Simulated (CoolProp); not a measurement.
Vapour-liquid equilibrium of propylene (1) + R142b (2) at -58.25 °C; x and y are mole fractions of (1).

Model: multi-fluid Helmholtz-energy mixture model, Lemmon 2013 and Lemmon 2006; pair parameters Bell 2016, in CoolProp.

**Question.** Give the bubble pressure and the first vapour's composition at x = 0.35, 0.65, 0.8. Is there an azeotrope?

**Answer.** x = 0.35: 30.85 kPa, y = 0.824; x = 0.65: 45.51 kPa, y = 0.926; x = 0.8: 51.87 kPa, y = 0.958. No azeotrope shows between x = 0.05 and 0.95.

Pair parameters are fitted to limited data, so mixtures are less certain than the pure fluids.
